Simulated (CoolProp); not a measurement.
A simple Rankine cycle with cyclopropane: condensing at 322.15 K, boiler at 3.99 MPa, turbine inlet 418.2 K, turbine efficiency 0.65, pump efficiency 0.7, no recuperator. Each further row changes one setting.

Computed with CoolProp (reference Helmholtz-energy equation of state, Polt 1992). This equation is an older, rougher fit; its heat capacities, sound speeds and derivatives of the liquid may be far off and weren't checked against measurements.

```json
[
 {"case": "as stated", "thermal efficiency (%)": "…", "net work (kJ/kg)": "…", "heat in (kJ/kg)": "494", "turbine exit temperature (K)": "370.7", "volume ratio over the turbine": "3.18"},
 {"case": "turbine inlet 438.2 K", "thermal efficiency (%)": "7.9", "net work (kJ/kg)": "43.0", "heat in (kJ/kg)": "544", "turbine exit temperature (K)": "394.2", "volume ratio over the turbine": "3.12"},
 {"case": "condensing temperature 314.15 K", "thermal efficiency (%)": "…", "net work (kJ/kg)": "45.7", "heat in (kJ/kg)": "513", "turbine exit temperature (K)": "363.9", "volume ratio over the turbine": "…"},
 {"case": "boiler pressure 2.79 MPa", "thermal efficiency (%)": "5.7", "net work (kJ/kg)": "…", "heat in (kJ/kg)": "521", "turbine exit temperature (K)": "…", "volume ratio over the turbine": "2.14"},
 {"case": "turbine efficiency 0.55", "thermal efficiency (%)": "…", "net work (kJ/kg)": "31.6", "heat in (kJ/kg)": "494", "turbine exit temperature (K)": "374.3", "volume ratio over the turbine": "3.22"}
]
```

### Question
Complete the blanks.

### Answer

- as stated, thermal efficiency (%): 7.8
- as stated, net work (kJ/kg): 38.6
- condensing temperature 314.15 K, thermal efficiency (%): 8.9
- condensing temperature 314.15 K, volume ratio over the turbine: 3.83
- boiler pressure 2.79 MPa, net work (kJ/kg): 29.8
- boiler pressure 2.79 MPa, turbine exit temperature (K): 389.3
- turbine efficiency 0.55, thermal efficiency (%): 6.4
